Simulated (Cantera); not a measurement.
Charge: 1 mol Si2Cl6, 0.026 mol Cl2, 25 mol N2, at 10.0 mbar.

Equilibrium computed with Cantera from the NASA thermochemical tables; the gas is ideal and each condensed phase is pure. Candidate condensed phases: Si, Si3N4; 13 gas species. The feed counts by its element totals alone. N2 is the only nitrogen source here; it is nearly inert below about 1500 K, so the nitride shown seldom forms there in practice. The numbers say what is thermodynamically allowed, not how fast it happens.

Over these rows the condensed part is Si3N4(s). Partial pressures as log10 of bar:

| T (K) | 1000/T (1/K) | log p SiCl2 | log p N2 | log p SiCl4 |
|---|---|---|---|---|
| 1148 | 0.8711 | -5.75 | -2.03 | -3.24 |
| 1173 | 0.8525 | -5.48 | -2.03 | -3.25 |
| 1198 | 0.8347 | ? | -2.03 | -3.25 |
| 1223 | 0.8177 | -4.98 | -2.03 | -3.26 |
| 1248 | 0.8013 | -4.74 | -2.03 | -3.27 |
| 1273 | 0.7855 | -4.52 | -2.03 | -3.28 |

Q: Fit log p(SiCl2) = a + b·(1000/T) to the five rows, give the apparent enthalpy, and predict the row at 1198 K.

A: Means: 1000/T = 0.8256, log p = -5.094. Sxy = -0.072752, Sxx = 0.0050548, so b = -14.39 and a = -5.094 − (-14.39)×0.8256 = 6.79.
Apparent enthalpy: −19.145 × (-14.39) = 275 kJ/mol. With the condensed phases at unit activity, 1/6 Si3N4(s) + 1/2 SiCl4(g) = SiCl2(g) + 1/3 N2(g) links this pressure to the main gases: over the six rows their terms move log p by -0.02 in all, so the slope is close to that reaction's ΔH°. The five rows lie within 0.01 of the line.
Prediction at 1198 K: 6.79 + (-14.39)×0.8347 = -5.22. The computed value is -5.23, 0.01 from the line.
